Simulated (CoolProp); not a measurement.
Vapour-liquid equilibrium of propane (1) + R152A (2) at 0.602 MPa; x and y are mole fractions of (1).

Model: multi-fluid Helmholtz-energy mixture model, Lemmon 2009 and Outcalt 1996; pair parameters Bell 2016, in CoolProp.

| x | bubble temperature, mixture model (K) | bubble temperature, Raoult's law (K) | y, mixture model | y, Raoult's law |
|---|---|---|---|---|
| 0.05 | 293.5 | 297.5 | 0.162 | 0.078 |
| 0.125 | 288.0 | 296.0 | 0.328 | 0.187 |
| 0.2 | 284.3 | 294.6 | 0.435 | 0.288 |
| 0.275 | 281.8 | 293.2 | 0.506 | 0.382 |
| 0.35 | 280.1 | 291.8 | 0.556 | 0.469 |
| 0.425 | 279.0 | 290.4 | 0.595 | 0.550 |
| 0.5 | 278.2 | 289.1 | 0.628 | 0.624 |
| 0.575 | 277.7 | 287.9 | 0.658 | 0.693 |
| 0.65 | 277.4 | 286.6 | 0.688 | 0.757 |
| 0.725 | 277.2 | 285.4 | 0.723 | 0.817 |
| 0.8 | 277.4 | 284.2 | 0.767 | 0.872 |
| 0.875 | 278.1 | 283.1 | 0.826 | 0.923 |
| 0.95 | 279.5 | 281.9 | 0.914 | 0.970 |

The largest gap from Raoult's law is -11.7 K in bubble temperature, at x = 0.35. y crosses x between x = 0.65 and 0.725: the model has an azeotrope there.

Pair parameters are fitted to limited data, so mixtures are less certain than the pure fluids.
